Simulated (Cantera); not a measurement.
Reactions in the system C-O-Pb-S

Cantera with NASA thermochemical tables; ideal gases at 1 bar, condensed phases pure. Values are per mole of reaction as written; species without (g) are pure solids or liquids, kept so even where they would boil at 1 bar.

2 SO3(g) + 2 Pb = 3 O2(g) + 2 PbS

| T (K) | ΔH° (kJ) | ΔS° (J/K) | ΔG° (kJ) | log10 K | condensed phases |
|---|---|---|---|---|---|
| 1073 | 592.9 | 155.0 | 426.6 | -20.76 | Pb(l), PbS(s) |
| 1173 | 593.7 | 155.8 | 411.0 | -18.30 | Pb(l), PbS(s) |
| 1273 | 594.7 | 156.6 | 395.4 | -16.22 | Pb(l), PbS(s) |
| 1373 | 595.9 | 157.5 | 379.7 | -14.44 | Pb(l), PbS(s) |
| 1473 | 636.1 | 186.4 | 361.5 | -12.82 | Pb(l), PbS(l) |
| 1573 | 638.8 | 188.2 | 342.8 | -11.38 | Pb(l), PbS(l) |
| 1673 | 641.6 | 189.9 | 323.9 | -10.11 | Pb(l), PbS(l) |

2 PbO + 2 CS2(g) = S2(g) + 2 CO(g) + 2 PbS(g)

```tsv
T (K)	ΔH° (kJ)	ΔS° (J/K)	ΔG° (kJ)	log10 K	condensed phases
1073	338.8	460.8	-155.7	7.58	PbO(yellow)
1173	281.7	411.4	-200.9	8.94	PbO(l)
1273	274.8	405.8	-241.7	9.92	PbO(l)
1373	267.9	400.5	-282.0	10.73	PbO(l)
1473	261.1	395.7	-321.8	11.41	PbO(l)
1573	254.2	391.2	-361.2	11.99	PbO(l)
1673	247.4	387.0	-400.1	12.49	PbO(l)
```
